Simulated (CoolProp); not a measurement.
Model: reference Helmholtz-energy equation of state, Lemmon 2006, in CoolProp. It is a short technical equation, of lower accuracy than the large ones.

Question: For isohexane, give the phase and the cp (kJ/(kg K)), cv (kJ/(kg K)) at 299.3 K and 0.864 bar.

Answer: 
- 299.3 K and 0.864 bar: liquid; cp 2.24, cv 1.73
